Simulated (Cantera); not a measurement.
Input (Python, Cantera):

```python
import numpy as np
import cantera as ct

gas = ct.Solution("gri30.yaml")
gas.TPX = 2100, 14000, {'NO': 1, 'N2': 1.2}
reactor = ct.IdealGasConstPressureReactor(gas, energy="off", clone=False)
net = ct.ReactorNet([reactor])
net.rtol, net.atol = 1e-08, 1e-18
show = ['NO', 'O2', 'NO2', 'O', 'N2O', 'N2']
times = np.geomspace(2e-05, 1, 15)

steps = ct.SolutionArray(gas, extra=["t"])
rows = []
print(f"{'t/s':>10s}{'T/K':>9s}{'P/Pa':>11s}" + "".join(f"{s:>11s}" for s in show))
for t in times:
    while net.time < t:
        t_next = net.step()
        steps.append(gas.state, t=t_next)
    rows.append([np.interp(t, steps.t, y) for y in (steps.T, steps.P, *steps(*show).X.T)])
    print(f"{t:10.3e}{rows[-1][0]:9.1f}{rows[-1][1]:11.4g}" + "".join(f"{x:11.3e}" for x in rows[-1][2:]))
rate = np.gradient(steps.T, steps.t)
print("integrator steps:", len(steps.t))
if steps.T.max() > steps.T[0] + 200:
    print(f"time of steepest temperature rise: {steps.t[rate.argmax()]:.4e} s")
gas.TPX = 2100, 14000, {'NO': 1, 'N2': 1.2}
gas.equilibrate("TP")
print(f"equilibrium (TP): T = {gas.T:.1f} K  " + "  ".join(f"{s} {gas[s].X[0]:.3e}" for s in show))
```

Result:

```
       t/s      T/K       P/Pa         NO         O2        NO2          O        N2O         N2
 2.000e-05   2100.0    1.4e+04  4.545e-01  2.055e-09  8.382e-09  1.342e-06  1.333e-06  5.455e-01
 4.332e-05   2100.0    1.4e+04  4.545e-01  9.638e-09  3.799e-08  2.909e-06  2.866e-06  5.455e-01
 9.382e-05   2100.0    1.4e+04  4.545e-01  4.531e-08  1.660e-07  6.316e-06  6.107e-06  5.455e-01
 2.032e-04   2100.0    1.4e+04  4.545e-01  2.154e-07  6.773e-07  1.381e-05  1.277e-05  5.455e-01
 4.401e-04   2100.0    1.4e+04  4.545e-01  1.055e-06  2.453e-06  3.083e-05  2.567e-05  5.455e-01
 9.533e-04   2100.0    1.4e+04  4.544e-01  5.555e-06  7.573e-06  7.143e-05  4.754e-05  5.455e-01
 2.065e-03   2100.0    1.4e+04  4.542e-01  3.252e-05  1.947e-05  1.656e-04  7.511e-05  5.455e-01
 4.472e-03   2100.0    1.4e+04  4.536e-01  1.872e-04  3.673e-05  3.179e-04  9.228e-05  5.457e-01
 9.686e-03   2100.0    1.4e+04  4.524e-01  7.675e-04  4.607e-05  4.079e-04  9.283e-05  5.463e-01
 2.098e-02   2100.0    1.4e+04  4.495e-01  2.182e-03  4.984e-05  4.370e-04  9.086e-05  5.478e-01
 4.544e-02   2100.0    1.4e+04  4.431e-01  5.335e-03  5.629e-05  4.851e-04  8.729e-05  5.509e-01
 9.842e-02   2100.0    1.4e+04  4.287e-01  1.245e-02  6.790e-05  5.780e-04  7.996e-05  5.581e-01
 2.132e-01   2100.0    1.4e+04  3.961e-01  2.866e-02  8.517e-05  7.453e-04  6.571e-05  5.743e-01
 4.617e-01   2100.0    1.4e+04  3.251e-01  6.398e-02  9.977e-05  1.014e-03  4.179e-05  6.097e-01
 1.000e+00   2100.0    1.4e+04  1.995e-01  1.266e-01  8.510e-05  1.363e-03  1.474e-05  6.725e-01
integrator steps: 543
equilibrium (TP): T = 2100.0 K  NO 1.011e-02  O2 2.211e-01  NO2 5.702e-06  O 1.758e-03  N2O 2.086e-07  N2 7.670e-01
```

Model: GRI-Mech 3.0 (53 species, 325 reactions), integrated in Cantera.
